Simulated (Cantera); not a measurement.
An isothermal, constant-pressure homogeneous reactor starts with CH4 : H2 : H = 0.014 : 1 : 0.0026 (molar parts), at 2375 K and 20000 Pa. Integrator tolerance rtol = 1e-08.

Model: GRI-Mech 3.0 (53 species, 325 reactions), integrated in Cantera. GRI-Mech 3.0 stops at C3 and has no aromatics, soot or wall deposition, so with more carbon than oxygen in the feed, carbon stays in small species such as C2H2 where larger ones or solid carbon would form.

What does this change do: 0.021 parts N2 added?


```csv
quantity,before,after
x(CH4) at 20.0 s,3.60e-5 (gas-phase equilibrium 3.62e-5),3.07e-5 (gas-phase equilibrium 2.54e-5)
x(H2) at 20.0 s,0.962 (gas-phase equilibrium 0.962),0.943 (gas-phase equilibrium 0.943)
x(H) at 20.0 s,0.0312 (gas-phase equilibrium 0.0312),0.0309 (gas-phase equilibrium 0.0309)
x(C2H6) at 20.0 s,3.78e-11 (gas-phase equilibrium 3.83e-11),2.83e-11 (gas-phase equilibrium 1.92e-11)
x(C2H2) at 20.0 s,0.00665 (gas-phase equilibrium 0.00665),0.00533 (gas-phase equilibrium 0.00348)
x(C2H4) at 20.0 s,1.48e-6 (gas-phase equilibrium 1.48e-6),1.16e-6 (gas-phase equilibrium 7.58e-7)
```
